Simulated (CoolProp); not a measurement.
A single-stage vapour-compression cycle with R115: evaporating at 246.15 K (dew point), condensing at 269.15 K (bubble point), superheat 0 K, subcooling 2 K, compressor efficiency 0.85, no pressure losses. Each further row changes one setting.

Model: reference Helmholtz-energy equation of state, Lemmon 2016, in CoolProp.

| case | cooling COP | pressure ratio | discharge temperature (K) | refrigerating effect (kJ/kg) | volumetric capacity (kJ/m³) |
|---|---|---|---|---|---|
| as stated | (withheld) | 2.29 | 269.2 | 99.9 | 1360 |
| evaporating temperature 251.15 K | 10.9 | 1.88 | 269.2 | 103 | 1680 |
| condensing temperature 264.15 K | 10.7 | 1.94 | 264.1 | 105 | 1430 |
| subcooling 7 K | (withheld) | 2.29 | 269.2 | 105 | 1430 |
| superheat 10 K | (withheld) | 2.29 | (withheld) | (withheld) | (withheld) |
| compressor efficiency 0.75 | (withheld) | 2.29 | (withheld) | 99.9 | 1360 |

Problem. Fill in the missing entries.

Solution. 
- as stated, cooling COP: 8.16
- subcooling 7 K, cooling COP: 8.57
- superheat 10 K, cooling COP: 8.28
- superheat 10 K, discharge temperature (K): 278.9
- superheat 10 K, refrigerating effect (kJ/kg): 107
- superheat 10 K, volumetric capacity (kJ/m³): 1390
- compressor efficiency 0.75, cooling COP: 7.20
- compressor efficiency 0.75, discharge temperature (K): 271.1

The compression ends wet for: as stated; evaporating temperature 251.15 K; condensing temperature 264.15 K; subcooling 7 K.
